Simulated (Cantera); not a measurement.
A freely propagating, adiabatic, planar premixed flame of H2 : O2 : N2 = 1 : 0.943 : 3.55 (molar parts), equivalence ratio 0.53, unburnt at 550 K and 100.0 Torr; mixture-averaged transport, grid criteria slope 0.08 and curve 0.16, no radiation.

Model: the H2/O2 subset of GRI-Mech 3.0, which has no nitrogen chemistry, integrated in Cantera. Burning velocities carry a grid error of a few per cent, more on coarse grids. Lean hydrogen flames are cellular in practice and burn faster than this planar one.

Task: What does this change do: H2 1 to 1.3 parts?

Result: 
```
quantity                    before     after
------------------------  --------  --------
laminar burning velocity  312 cm/s  399 cm/s
thermal thickness          5.79 mm   6.12 mm
peak x(OH)                 0.00950    0.0144
peak x(O)                   0.0141    0.0166
peak x(H)                   0.0332    0.0529
```
